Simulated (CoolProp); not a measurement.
Vapour-liquid equilibrium of CHF3 (R23) (1) + R113 (2) at 266.4 K; x and y are mole fractions of (1).

Values from CoolProp's multi-fluid Helmholtz-energy mixture model, Penoncello 2003 and Marx 1992; pair parameters Bell 2016.

```tsv
x	bubble pressure (MPa)	y at the bubble point	dew pressure at overall composition x (MPa)	liquid density (mol/L)
0.05	0.1815	0.940	0.01131	8.983
0.2	0.7328	0.984	0.01344	9.773
0.35	1.178	0.989	0.01656	10.66
0.5	1.431	0.991	0.02155	11.64
0.65	1.559	0.992	0.03082	12.72
0.8	1.686	0.993	0.05406	13.91
0.95	1.935	0.997	0.2206	15.11
```

No azeotrope shows between x = 0.05 and 0.95.

The pair parameters rest on a limited set of measurements; away from them the model extrapolates. The gap from Raoult's law changes sign with composition, which may be real or a fault of the pair parameters; it wasn't checked against measurements. With so large a gap from Raoult's law the liquid may split in two, which this calculation doesn't test in full.
